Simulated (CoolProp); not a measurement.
Octamethylcyclotetrasiloxane (D4) along the isotherm 189.05 °C: density (kg/m³) from the reference equation and from simpler models built on Tc = 313.4 °C, pc = 1.347 MPa, ω = 0.598; each cubic takes its own stable root.

Model: reference Helmholtz-energy equation of state, Thol 2015, in CoolProp.

```tsv
p (MPa)	phase	reference
0.0213	gas	1.667
0.0359	gas	2.837
0.0607	gas	4.880
0.102	gas	8.456
0.173	liquid	746.5
0.292	liquid	747.3
0.492	liquid	748.5
0.83	liquid	750.6
1.4	liquid	753.9
2.37	liquid	759.3
3.99	liquid	767.4
6.74	liquid	779.4
```

### Question
How far does each simpler model (van der Waals, Redlich-Kwong, Soave-Redlich-Kwong) lie from the reference over these 12 states: mean and median of the absolute difference, and the worst?

### Answer
- van der Waals: mean 36.4 %, median 38.0 %, worst -98.1 % at 189.05 °C and 0.173 MPa
- Redlich-Kwong: mean 24.1 %, median 14.2 %, worst -98.0 % at 189.05 °C and 0.173 MPa
- Soave-Redlich-Kwong: mean 5.9 %, median 7.9 %, worst -9.7 % at 189.05 °C and 0.173 MPa

At some of these states van der Waals, Redlich-Kwong gives the other phase, because its saturation line lies elsewhere.
